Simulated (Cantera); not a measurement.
An isothermal, constant-pressure homogeneous reactor starts with CH₄ : O₂ : N₂ = 0.0049 : 0.0054 : 1 (molar parts), equivalence ratio 1.8, at 1198 K and 3.95 atm.

Detailed kinetics in Cantera: GRI-Mech 3.0 (53 species, 325 reactions).

Predict: x(CH₄) at 10.0 s; x(O₂) at 10.0 s; x(H₂O) at 10.0 s; x(H) at 10.0 s; x(CO₂) at 10.0 s.


```
Property                                             Result
----------------  -----------------------------------------
x(CH₄) at 10.0 s  0.000550 (gas-phase equilibrium 8.60e-10)
x(O₂) at 10.0 s      7.66e-6 (gas-phase equilibrium <1e-12)
x(H₂O) at 10.0 s    0.00582 (gas-phase equilibrium 0.00411)
x(H) at 10.0 s      1.06e-8 (gas-phase equilibrium 7.12e-9)
x(CO₂) at 10.0 s   0.000768 (gas-phase equilibrium 0.00170)
```
